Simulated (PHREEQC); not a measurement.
# Buffer (model solution)

Solution (25 °C): 46 mmol/kgw NH4Cl and 0.85 mmol/kgw NaOH. Closed to the air; pH follows from the charge balance.

Computed with PHREEQC (ion-association model, phreeqc.dat).

No solid was allowed to form.

**Question.** Estimate the pH, specific conductance.

**Answer.** pH 7.62; specific conductance 6040 µS/cm.

**Question.** In which forms is N present?

**Answer.** NH4+ 98 %, NH3 1.8 % of the N.
